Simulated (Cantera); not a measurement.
## Abatement and gas-phase synthesis: H2S + O2 + N2

Charge: 1 mol H2S, 0.021 mol O2, 41 mol N2, held at 0.570 bar.

Cantera equilibrium calculation (NASA polynomials, part measured and part estimated; ideal gas, pure solids and liquids). Candidate condensed phases: H2O, H2SO4, S; 35 gas species. Gases not in the tables: S3 to S7. Equilibrium is a limit: real reactors are often held back by kinetics, nucleation or transport.

| T (K) | x N2 | x H2S | x H2 | x S2 | x S | x H | x SH | x H2O |
|---|---|---|---|---|---|---|---|---|
| 900 | 0.975 | 0.0211 | 0.00169 | 0.00134 | 1.88e-11 | 6.37e-12 | 4.56e-7 | 0.000999 |
| 1100 | 0.972 | 0.0160 | 0.00672 | 0.00386 | 6.04e-9 | 2.81e-9 | 9.43e-6 | 0.000996 |
| 1300 | 0.969 | 0.00937 | 0.0133 | 0.00710 | 3.13e-7 | 1.69e-7 | 6.29e-5 | 0.000992 |
| 1500 | 0.967 | 0.00471 | 0.0178 | 0.00933 | 5.21e-6 | 3.11e-6 | 0.000209 | 0.000985 |
| 1700 | 0.966 | 0.00237 | 0.0200 | 0.0103 | 4.25e-5 | 2.76e-5 | 0.000468 | 0.000966 |
| 1900 | 0.965 | 0.00127 | 0.0209 | 0.0106 | 0.000217 | 0.000152 | 0.000840 | 0.000913 |
| 2100 | 0.964 | 0.000733 | 0.0210 | 0.0103 | 0.000796 | 0.000599 | 0.00130 | 0.000797 |
| 2300 | 0.963 | 0.000437 | 0.0206 | 0.00934 | 0.00225 | 0.00184 | 0.00177 | 0.000623 |
| 2500 | 0.960 | 0.000255 | 0.0193 | 0.00771 | 0.00510 | 0.00463 | 0.00211 | 0.000435 |
x: gas mole fraction; nothing condenses.

From 900 K to 2500 K nothing is condensed.
